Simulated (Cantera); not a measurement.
Input (Python, Cantera) and output of one run.

```python
import numpy as np
import cantera as ct

gas_names = """
    C CO CO2 C2 C2O C3 C3O2 C4 C5 O O2 O3 Ta TaO TaO2
""".split()
cond_names = """
    C(gr) Ta(cr) Ta(L) TaC(s) TaC(L) Ta2O5(s) Ta2O5(L)
""".split()


# ... load() reads the species with a 1 bar reference pressure and builds the phases ...
atoms = {
    'Ta2O5': {'Ta': 2, 'O': 5},
    'C': {'C': 1},
    'CO': {'C': 1, 'O': 1},
}
top_T = {'C(gr)': 4500}  # K; cautious upper limits of use, not melting points


# ... equilibrate(T, P, feed) seeds the gas with the atoms and calls Mixture.equilibrate('TP', solver="vcs", rtol=1e-11, max_steps=5000) ...
results = []
feed = {'Ta2O5': 1, 'C': 1.9, 'CO': 0.058}  # mol
P = 1400  # Pa
for T in [1125, 1325, 1525, 1725, 1925, 2125, 2325, 2525]:
    mix = equilibrate(T, P, feed)
    results.append((T, P, feed, dict(zip(mix.species_names, mix.species_moles))))

top = {s: max(r[3][s] / sum(r[3][g] for g in gas_names) for r in results) for s in gas_names}
cols = sorted((s for s in top if top[s] > 1e-05), key=lambda s: -top[s])[:7]
seen = [c for c in cond_names if any(r[3].get(c, 0) > 1e-12 for r in results)]
print("log10 of partial pressures in bar; condensed amounts in mol")
print(f"{'T/K':>10s}" + "".join(f"{s[:9]:>10s}" for s in cols + seen))
for T, P, feed, n in results:
    ng = sum(n[g] for g in gas_names)
    print(f"{T:10.4g}" + "".join(f"{np.log10(max(n[s] / ng * P / 1e5, 1e-99)):10.3f}" for s in cols)
          + "".join(f"{n.get(c, 0):10.4g}" for c in seen))
```

Output:

```
log10 of partial pressures in bar; condensed amounts in mol
       T/K        CO      TaO2       TaO       CO2         O     C(gr)    Ta(cr)    TaC(s)  Ta2O5(s)  Ta2O5(L)
      1125    -1.854   -19.387   -22.696    -4.942   -20.000       1.9         0         0         1         0
      1325    -1.854   -14.706   -17.122    -5.058   -16.366         0         0    0.5431    0.7284         0
      1525    -1.854   -11.320   -13.149    -5.067   -13.610         0         0    0.5431    0.7284         0
      1725    -1.854    -8.741   -10.116    -5.073   -11.494         0         0    0.5431    0.7284         0
      1925    -1.854    -6.716    -7.729    -5.076    -9.818         0         0    0.5431    0.7284         0
      2125    -1.854    -5.131    -5.833    -5.090    -8.470         0    0.7601         0         0    0.6193
      2325    -1.858    -4.029    -4.678    -4.898    -7.148         0    0.7563         0         0    0.6138
      2525    -1.885    -3.117    -3.714    -4.764    -6.041         0    0.7208         0         0    0.5678
```

Cantera equilibrium calculation (NASA polynomials, part measured and part estimated; ideal gas, pure solids and liquids). Mutual solubility and eutectic melting of coexisting phases are not modelled. TaC: taken at fixed stoichiometry. Condensed phases not in the tables: Ta2C, N, O or C dissolved in the metal.
